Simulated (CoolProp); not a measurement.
Vapour-liquid equilibrium of R143a (1) + fluoroethane (R161) (2) at -32.15 °C; x and y are mole fractions of (1).

The numbers come from the multi-fluid Helmholtz-energy mixture model, Lemmon and Jacobsen 2000 and Wu 2012; pair parameters Bell 2016 in CoolProp.

| x | bubble pressure, mixture model (MPa) | bubble pressure, Raoult's law (MPa) | y, mixture model | y, Raoult's law |
|---|---|---|---|---|
| 0.05 | 0.1331 | 0.1325 | [?] | 0.074 |
| 0.125 | 0.1390 | 0.1375 | [?] | 0.179 |
| 0.2 | 0.1446 | 0.1426 | 0.279 | 0.276 |
| 0.275 | 0.1500 | 0.1477 | 0.367 | 0.367 |
| 0.35 | 0.1553 | 0.1528 | 0.449 | 0.451 |
| 0.425 | 0.1604 | 0.1579 | 0.525 | 0.530 |
| 0.5 | [?] | 0.1630 | 0.596 | 0.604 |
| 0.575 | [?] | 0.1681 | 0.664 | 0.674 |
| 0.65 | 0.1751 | 0.1732 | 0.729 | 0.739 |
| 0.725 | [?] | 0.1783 | [?] | 0.801 |
| 0.8 | 0.1845 | 0.1834 | 0.851 | 0.859 |
| 0.875 | 0.1892 | 0.1885 | 0.908 | 0.914 |
| 0.95 | 0.1939 | 0.1936 | 0.964 | 0.967 |

Q: Some entries are withheld; supply them.

A: 
- 0.05, y, mixture model: 0.077
- 0.125, y, mixture model: 0.183
- 0.5, bubble pressure, mixture model (MPa): 0.1654
- 0.575, bubble pressure, mixture model (MPa): 0.1703
- 0.725, bubble pressure, mixture model (MPa): 0.1798
- 0.725, y, mixture model: 0.791

The largest gap from Raoult's law is +1.6 % in bubble pressure, at x = 0.35. No azeotrope shows between x = 0.05 and 0.95.

Pair parameters are fitted to limited data, so mixtures are less certain than the pure fluids.
